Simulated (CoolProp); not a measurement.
Vapour-liquid equilibrium of octamethyltrisiloxane (MDM) (1) + octamethylcyclotetrasiloxane (D4) (2) at 320.5 K; x and y are mole fractions of (1).

Computed with CoolProp (multi-fluid Helmholtz-energy mixture model, Thol 2017 and Thol 2015; pair parameters Bell 2016).

| x | bubble pressure (bar) | y at the bubble point | dew pressure at overall composition x (bar) | liquid density (mol/L) |
|---|---|---|---|---|
| 0.05 | 0.006872 | 0.153 | 0.006346 | 3.129 |
| 0.125 | 0.007930 | 0.322 | 0.006719 | 3.146 |
| 0.2 | 0.008926 | 0.447 | ? | 3.162 |
| 0.275 | 0.009882 | 0.544 | 0.007605 | 3.179 |
| 0.35 | 0.01081 | 0.624 | 0.008135 | 3.196 |
| 0.425 | ? | 0.691 | 0.008737 | 3.213 |
| 0.5 | 0.01265 | 0.750 | 0.009427 | 3.231 |
| 0.575 | 0.01357 | 0.801 | ? | 3.248 |
| 0.65 | 0.01450 | ? | 0.01115 | 3.266 |
| 0.725 | 0.01544 | 0.886 | 0.01225 | 3.284 |
| 0.8 | ? | 0.922 | 0.01356 | 3.302 |
| 0.875 | ? | 0.954 | 0.01516 | 3.320 |
| 0.95 | ? | 0.983 | 0.01721 | 3.339 |

Fill in the missing entries.


- 0.2, dew pressure at overall composition x (bar): 0.007136
- 0.425, bubble pressure (bar): 0.01173
- 0.575, dew pressure at overall composition x (bar): 0.01022
- 0.65, y at the bubble point: 0.846
- 0.8, bubble pressure (bar): 0.01639
- 0.875, bubble pressure (bar): 0.01735
- 0.95, bubble pressure (bar): 0.01832

No azeotrope shows between x = 0.05 and 0.95.

The pair parameters rest on a limited set of measurements; away from them the model extrapolates.
